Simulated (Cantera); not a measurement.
Input: 1 mol Si₃H₈, 0.11 mol Cl₂, 56 mol N₂, at 1027 °C and 133 Pa.

These are equilibrium values from Cantera (NASA tables, ideal gas, pure condensed phases), not measurements of a reactor. Candidate condensed phases: NH₄Cl, Si, Si₃N₄; 28 gas species. The feed counts by its element totals alone. N₂ is the only nitrogen source here; it is nearly inert below about 1500 K, so the nitride shown seldom forms there in practice. Rates play no part.

Base state: N₂ 0.929, H₂ 0.0669, HCl 0.00378 (mole fractions); condensed: Si₃N₄(s).

Q: What changes in the equilibrium state with this change: Si₃H₈ replaced by Si₂Cl₆?

A: 
```json
[
 {"species": "N₂", "before": "0.929", "after": "0.965"},
 {"species": "SiCl₄", "before": "<1e-9", "after": "0.0162"},
 {"species": "SiCl₂", "before": "3.10e-6", "after": "0.0124"},
 {"species": "H₂", "before": "0.0669", "after": "0"},
 {"species": "HCl", "before": "0.00378", "after": "0"},
 {"species": "SiCl₃", "before": "1.83e-8", "after": "0.00583"},
 {"species": "Cl", "before": "3.73e-7", "after": "2.96e-5"},
 {"species": "Si₃N₄(s), mol", "before": "1.000", "after": "0"}
]
```
The tables' values for SiCl₃ are old estimates; treat these amounts as uncertain.
